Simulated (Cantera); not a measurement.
**Premixed flame**

A freely propagating, adiabatic, planar premixed flame of H2 : O2 : N2 : H2O = 1 : 0.294 : 1.11 : 0.24 (molar parts), unburnt at 498 K and 10.0 bar; multicomponent+Soret transport, grid criteria slope 0.08 and curve 0.16, no radiation.

Model: the H2/O2 subset of GRI-Mech 3.0, which has no nitrogen chemistry, integrated in Cantera. The hydrogen kinetics of GRI-Mech 3.0 are dated; newer H2 mechanisms differ, most at raised pressure. Burning velocities carry a grid error of a few per cent, more on coarse grids.

| z (mm) | T (K) | u (m/s) | x H2 | x O2 | x H2O | x OH | x O | x H |
|---|---|---|---|---|---|---|---|---|
| -0.0685 | 498 | 3.60 | 0.378 | 0.111 | 0.0908 | <1e-8 | <1e-8 | <1e-8 |
| -0.0457 | 498 | 3.59 | 0.377 | 0.111 | 0.0910 | <1e-8 | <1e-8 | <1e-8 |
| -0.0343 | 500 | 3.58 | 0.373 | 0.112 | 0.0916 | <1e-8 | <1e-8 | <1e-8 |
| -0.0228 | 510 | 3.58 | 0.358 | 0.115 | 0.0940 | <1e-8 | 1.18e-7 | <1e-8 |
| -0.0114 | 664 | 4.37 | 0.305 | 0.118 | 0.111 | 2.76e-5 | 8.50e-6 | 1.80e-5 |
| -0.00571 | 1001 | 6.46 | 0.271 | 0.102 | 0.152 | 0.000588 | 0.000145 | 0.00116 |
| 0 | 1389 | 8.93 | 0.232 | 0.0709 | 0.215 | 0.00141 | 0.000690 | 0.00682 |
| 0.00571 | 1654 | 10.6 | 0.197 | 0.0397 | 0.274 | 0.00252 | 0.00107 | 0.0144 |
| 0.0114 | 1804 | 11.6 | 0.174 | 0.0197 | 0.311 | 0.00343 | 0.000941 | 0.0189 |
| 0.0228 | 1939 | 12.5 | 0.159 | 0.00457 | 0.340 | 0.00396 | 0.000514 | 0.0194 |
| 0.0457 | 2028 | 13.0 | 0.159 | 0.000592 | 0.349 | 0.00329 | 0.000225 | 0.0142 |
| 0.0914 | 2087 | 13.3 | 0.161 | 0.000103 | 0.353 | 0.00212 | 7.92e-5 | 0.00836 |
| 0.183 | 2121 | 13.5 | 0.163 | 2.88e-5 | 0.355 | 0.00119 | 2.33e-5 | 0.00447 |
x: mole fraction of selected species; z is measured from the peak of heat release.

```yaml
laminar_burning_velocity: 360 cm/s
thermal_thickness: 0.0228 mm
peak x(OH): 0.00396
peak x(O): 0.00108
peak x(H): 0.0201
grid_points: 116
```
